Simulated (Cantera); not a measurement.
Cantera run, input and output.

```python
import numpy as np
import cantera as ct

gas = ct.Solution("gri30.yaml")
gas.TP = 300, 60000
flame = ct.CounterflowDiffusionFlame(gas, width=0.02)
flame.fuel_inlet.X, flame.fuel_inlet.T = {'CO': 1, 'H2': 0.26, 'N2': 1.9}, 598
flame.oxidizer_inlet.X, flame.oxidizer_inlet.T = {'O2': 0.23, 'N2': 0.77}, 750
flame.set_refine_criteria(ratio=3, slope=0.12, curve=0.24, prune=0.03)
show = ['OH', 'H', 'NO', 'CO']

rows = []
print(f"{'mdot':>8s}{'a_max':>10s}{'a_mean':>10s}{'Tmax/K':>9s}" + "".join(f"{s:>11s}" for s in show) + "   (peak mole fractions)")
for i, mdot in enumerate([0.36, 0.55, 0.84, 1.3, 2, 3, 4.5, 6.9]):  # kg/m2/s on the oxidiser side
    flame.oxidizer_inlet.mdot, flame.fuel_inlet.mdot = mdot, 1 * mdot
    flame.solve(loglevel=0, auto=(i == 0))
    if flame.T.max() < max(598, 750) + 100:
        print(f"{mdot:8.3g}  no burning solution found from the previous one")
        break
    dT = np.abs(np.gradient(flame.T, flame.grid))
    rows.append([flame.strain_rate("max"), flame.strain_rate("mean"), flame.T.max(),
                 *(flame.X[gas.species_index(s)].max() for s in show), max(dT[0], dT[-1]) / dT.max()])
    print(f"{mdot:8.3g}{rows[-1][0]:10.1f}{rows[-1][1]:10.1f}{rows[-1][2]:9.1f}" + "".join(f"{x:11.3e}" for x in rows[-1][3:-1]))
```

Output:

```
    mdot     a_max    a_mean   Tmax/K         OH          H         NO         CO   (peak mole fractions)
    0.36     342.8     122.3   1730.9  4.790e-03  1.072e-02  3.287e-05  3.181e-01
    0.55     513.0     186.9   1675.8  4.597e-03  1.195e-02  2.770e-05  3.180e-01
    0.84     769.1     285.4   1620.4  4.317e-03  1.301e-02  2.286e-05  3.179e-01
     1.3    1167.0     441.7   1555.2  3.917e-03  1.366e-02  1.772e-05  3.178e-01
       2    1753.9     679.5   1478.7  3.363e-03  1.344e-02  1.209e-05  3.178e-01
       3    2557.0    1019.3   1385.4  2.666e-03  1.171e-02  6.549e-06  3.179e-01
     4.5  no burning solution found from the previous one
```

Cantera simulation using GRI-Mech 3.0 (53 species, 325 reactions); the numbers are that mechanism's predictions, not measurements. The maximum strain rate includes the flame's own expansion and is several times the mean. A flux with no burning solution from the previous one only brackets extinction.
